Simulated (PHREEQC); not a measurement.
Dissolve 16 mmol/kgw H2SO4, 0.58 mmol/kgw FeSO4 and 0.051 mmol/kgw Fe2(SO4)3 at 15 °C. Closed to the air; pH follows from the charge balance.

Model: ion-association model, wateq4f.dat, run in PHREEQC.

Q: The ionic strength comes out as 0.0334 mol/kgw. What activity coefficients do SO4-2, Fe+3, FeHSO4+2, Fe+2, Fe(SO4)2- get?

A: SO4-2 0.52, Fe+3 0.29, FeHSO4+2 0.51, Fe+2 0.54, Fe(SO4)2- 0.85.

No solid was allowed to form. The solution is supersaturated, for example in Hematite (slow to form), so a real one may precipitate; this is no full list. Complexes and solids missing from the database can't appear.
